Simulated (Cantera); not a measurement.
Input: 1 mol SiCl4, 4.7 mol HCl, a varied amount of H2, equilibrated at 1000 °C and 38000 Pa.

Equilibrium computed with Cantera from the NASA thermochemical tables; the gas is ideal and each condensed phase is pure. Candidate condensed phases: Si; 19 gas species. Rates play no part.

Problem. Which condensed phases are stable at each of these points (n(H2) (mol)): 110, 130, 150, 180, 210, 250, 290, 350, 410, 480, 570?

Solution. 
```
n(H2) (mol)  condensed phases  Si condensed (%)
-----------  ----------------  ----------------
110                  gas only               0.0
130                  gas only               0.0
150                  gas only               0.0
180                  gas only               0.0
210                  gas only               0.0
250                     Si(s)              10.5
290                     Si(s)              20.3
350                     Si(s)              32.0
410                     Si(s)              41.1
480                     Si(s)              49.3
570                     Si(s)              57.1
```

From 110 mol H2 to 210 mol H2 nothing is condensed. From 250 mol H2 to 570 mol H2 the condensed part is Si(s).
